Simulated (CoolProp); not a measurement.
Vapour-liquid equilibrium of C2F6 (R116) (1) + R143a (2) at 241.1 K; x and y are mole fractions of (1).

Values from CoolProp's multi-fluid Helmholtz-energy mixture model, Lemmon 2006 and Lemmon and Jacobsen 2000; pair parameters Bell 2016.

| x | bubble pressure (bar) | y at the bubble point | dew pressure at overall composition x (bar) | liquid density (mol/L) |
|---|---|---|---|---|
| 0.05 | 2.696 | [?] | 2.077 | 13.15 |
| 0.2 | 4.315 | [?] | 2.439 | 12.50 |
| 0.35 | 5.320 | 0.698 | 2.944 | 11.88 |
| 0.5 | [?] | 0.759 | 3.689 | [?] |
| 0.65 | 6.430 | 0.809 | 4.845 | 10.80 |
| 0.8 | 6.812 | 0.868 | 6.353 | 10.37 |
| 0.95 | 7.086 | 0.957 | [?] | 10.03 |

Fill in the missing entries.


- 0.05, y at the bubble point: 0.283
- 0.2, y at the bubble point: 0.589
- 0.5, bubble pressure (bar): 5.963
- 0.5, liquid density (mol/L): 11.31
- 0.95, dew pressure at overall composition x (bar): 7.076

No azeotrope shows between x = 0.05 and 0.95.

The pair parameters rest on a limited set of measurements; away from them the model extrapolates.
